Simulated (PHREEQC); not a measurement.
Solution (25 °C): 7.4 mmol/kgw NaH2PO4 and 2.8 mmol/kgw Na2B4O7. Closed to the air; pH follows from the charge balance.

Computed with PHREEQC (ion-association model, phreeqc.dat).

The pH is 7.46. The ionic strength is 0.0182 mol/kgw, the specific conductance is 1100 µS/cm and the total alkalinity is 5.60 meq/kg.

```tsv
species	molality	activity	log γ
Na+	0.0129	0.0113	-0.057
H3BO3	0.0110	0.0110	0.002
HPO4-2	0.00531	0.00316	-0.225
H2PO4-	0.00201	0.00177	-0.056
H2BO3-	0.000209	0.000183	-0.058
NaHPO4-	7.94e-5	6.99e-5	-0.056
OH-	3.34e-7	2.91e-7	-0.060
PO4-3	1.38e-7	4.10e-8	-0.526
H+	3.89e-8	3.47e-8	-0.049
H3PO4	9.00e-9	9.04e-9	0.002
```

No solid was allowed to form. Species that the database lacks are ignored.
